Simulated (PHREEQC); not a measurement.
Metal-bearing waste water: speciation

Solution (20 °C): 0.0024 mol CuSO4, 0.0058 mol CuCl2 and 0.0011 mol H2SO4 per kg of water. Closed to the air; pH follows from the charge balance.

Model: ion-association model, phreeqc.dat, run in PHREEQC.

The pH comes out as 2.76 and the ionic strength comes out as 0.0257 mol/kgw. The specific conductance is 2090 µS/cm and the total alkalinity comes out as -2.20 meq/kg.

```json
[
 {"species": "Cl-", "molality": "0.0115", "activity": "0.00984", "log γ": "-0.068"},
 {"species": "Cu+2", "molality": "0.00711", "activity": "0.00403", "log γ": "-0.247"},
 {"species": "SO4-2", "molality": "0.00228", "activity": "0.00126", "log γ": "-0.258"},
 {"species": "H+", "molality": "0.00198", "activity": "0.00174", "log γ": "-0.055"},
 {"species": "CuSO4", "molality": "0.000995", "activity": "0.00100", "log γ": "0.003"},
 {"species": "HSO4-", "molality": "0.000223", "activity": "0.000192", "log γ": "-0.066"},
 {"species": "CuCl+", "molality": "9.71e-5", "activity": "8.32e-5", "log γ": "-0.067"},
 {"species": "CuCl2", "molality": "4.14e-7", "activity": "4.16e-7", "log γ": "0.003"}
]
```

This is a speciation only: nothing precipitates in the calculation. Complexes and solids missing from the database can't appear.
